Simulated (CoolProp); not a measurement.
Fluorine along the isobar 105 bar: Z from the reference equation and from simpler models built on Tc = -128.7 °C, pc = 52.40 bar, ω = 0.045; each cubic takes its own stable root.

The numbers come from the reference Helmholtz-energy equation of state, de Reuck 1990 in CoolProp.

```tsv
T (°C)	phase	reference	Soave-Redlich-Kwong	Peng-Robinson
-196.05	liquid	0.3946	(withheld)	0.3481
-181.45	liquid	0.3525	0.3502	0.3110
-166.85	liquid	0.3265	0.3268	0.2900
-152.25	liquid	(withheld)	0.3186	(withheld)
-137.55	liquid	0.3143	0.3288	0.2936
-122.95	supercritical	0.3437	(withheld)	0.3391
-108.35	supercritical	0.4678	0.5037	(withheld)
-93.75	supercritical	0.6380	0.6591	0.6216
-79.15	supercritical	0.7458	(withheld)	0.7227
-64.55	supercritical	0.8157	0.8276	(withheld)
```

Problem. Complete the blanks.

Solution. 
- -196.05, Soave-Redlich-Kwong: 0.3913
- -152.25, reference: 0.3133
- -152.25, Peng-Robinson: 0.2830
- -122.95, Soave-Redlich-Kwong: 0.3740
- -108.35, Peng-Robinson: 0.4691
- -79.15, Soave-Redlich-Kwong: 0.7605
- -64.55, Peng-Robinson: 0.7911
